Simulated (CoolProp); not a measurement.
Vapour pressure (MPa) of R227EA: the reference equation beside estimates from Tc = 101.8 °C, pc = 2.925 MPa, ω = 0.358. Clausius-Clapeyron is anchored at -58.35 °C with a constant enthalpy of vaporisation of 25.25 kJ/mol.

Values from CoolProp's reference Helmholtz-energy equation of state, Lemmon 2016.

| T (°C) | reference | Clausius-Clapeyron | van der Waals | Redlich-Kwong | Peng-Robinson |
|---|---|---|---|---|---|
| -86.15 | 0.001190 | 0.001300 | 0.07997 | 0.006389 | 0.001307 |
| -81.55 | 0.001804 | 0.001921 | 0.09414 | 0.008904 | 0.001956 |
| -76.85 | 0.002694 | 0.002807 | 0.1104 | 0.01225 | 0.002886 |
| -72.25 | 0.003902 | 0.004001 | 0.1281 | 0.01643 | 0.004137 |
| -67.65 | 0.005539 | 0.005612 | 0.1477 | 0.02168 | 0.005819 |
| -62.95 | 0.007772 | 0.007810 | 0.1699 | 0.02832 | 0.008100 |
| -58.35 | 0.01064 | 0.01064 | 0.1937 | 0.03628 | 0.01101 |
| -53.65 | 0.01443 | 0.01441 | 0.2203 | 0.04610 | 0.01484 |
| -49.05 | 0.01915 | 0.01914 | 0.2487 | 0.05758 | 0.01959 |
| -44.45 | 0.02507 | 0.02513 | 0.2794 | 0.07114 | 0.02552 |
| -39.75 | 0.03258 | 0.03284 | 0.3135 | 0.08736 | 0.03302 |
| -35.15 | 0.04159 | 0.04223 | 0.3493 | 0.1058 | 0.04201 |
| -30.45 | 0.05277 | 0.05407 | 0.3887 | 0.1275 | 0.05313 |
| -25.85 | 0.06592 | 0.06825 | 0.4301 | 0.1518 | 0.06620 |
| -21.15 | 0.08192 | 0.08582 | 0.4753 | 0.1799 | 0.08208 |

Absolute difference from the reference over all 15 rows, mean and median: Clausius-Clapeyron 2.5 and 1.5 %, van der Waals 2146.9 and 1426.7 %, Redlich-Kwong 241.4 and 219.5 %, Peng-Robinson 3.7 and 2.8 %.
